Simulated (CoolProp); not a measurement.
Acetone along the isotherm 543.2 K: fugacity coefficient from the reference equation and from simpler models built on Tc = 508.1 K, pc = 4.692 MPa, ω = 0.307; each cubic takes its own stable root.

Model: reference Helmholtz-energy equation of state, Lemmon 2006, in CoolProp. It is a short technical equation, of lower accuracy than the large ones.

```tsv
p (MPa)	phase	reference
0.782	gas	0.9488
1.56	gas	0.8995
2.35	gas	0.8511
3.13	gas	0.8046
3.91	gas	0.7595
4.69	gas	0.7154
5.47	supercritical	0.6722
6.26	supercritical	0.6290
7.04	supercritical	0.5868
```

### Question
How far does each simpler model (van der Waals, Redlich-Kwong, Soave-Redlich-Kwong, Peng-Robinson) lie from the reference over these 9 states: mean and median of the absolute difference, and the worst?

### Answer
- van der Waals: mean 3.5 %, median 4.3 %, worst +4.9 % at 543.2 K and 5.47 MPa
- Redlich-Kwong: mean 1.9 %, median 2.2 %, worst +2.7 % at 543.2 K and 7.04 MPa
- Soave-Redlich-Kwong: mean 3.5 %, median 3.5 %, worst +6.5 % at 543.2 K and 7.04 MPa
- Peng-Robinson: mean 0.8 %, median 0.6 %, worst +1.8 % at 543.2 K and 7.04 MPa
